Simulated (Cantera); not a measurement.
Input: 1 mol Si, 0.27 mol O₂, 5.5 mol N₂, 0.015 mol N₂O, held at 827 °C and 0.360 bar.

Method: chemical equilibrium by Gibbs-energy minimisation in Cantera with the NASA 1993 tables (ideal gas, pure condensed phases). Candidate condensed phases: Si, SiO₂, Si₂N₂O, Si₃N₄; 16 gas species. Mutual solubility and eutectic melting of coexisting phases are not modelled. Equilibrium is a limit: real reactors are often held back by kinetics, nucleation or transport.

Base state: N₂ 1.00 (mole fractions); condensed: SiO₂(β-quartz) + Si₂N₂O(s).

Problem. What changes in the equilibrium state with this change: temperature from 827 °C to 1477 °C?

Solution. 
```tsv
species	before	after
N₂	1.00	0.997
SiO	<1e-9	0.00263
SiO₂(β-quartz), mol	0.0367	0
Si₂N₂O(s), mol	0.482	0.477
SiO₂(condensed), mol	0	0.0322
```
The tables hold silica as quartz up to 1696 K and as liquid above; real silica turns to tridymite and cristobalite and melts near 1996 K.
